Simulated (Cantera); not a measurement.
Cantera with NASA thermochemical tables; ideal gases at 1 bar, condensed phases pure. Values are per mole of reaction as written; species without (g) are pure solids or liquids, kept so even where they would boil at 1 bar. TiO: taken at fixed stoichiometry.

Between 2475 and 2675 K, where is each reaction favourable under standard conditions?
- 3 TiO ⇌ Ti + Ti₂O₃


- 3 TiO ⇌ Ti + Ti₂O₃: ΔG° is 96 kJ at 2475 K and 97 kJ at 2675 K; it stays positive (K < 1). ΔH° is 81 kJ and ΔS° -6 J/K at 2675 K.
